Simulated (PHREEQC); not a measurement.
**Brine**

A solution holds 7 mol NaOH and 0.048 mol BaCl2 per kg of water, at 25 °C. Closed to the air; pH follows from the charge balance.

The numbers come from PHREEQC with the Pitzer model, pitzer.dat.

This is a speciation only: nothing precipitates in the calculation.

### Question
Estimate the pH, osmotic coefficient.

### Answer
pH 15.37; osmotic coefficient 1.582.

Species that the database lacks are ignored. In brines, pH and single-ion activities rest on the MacInnes convention.
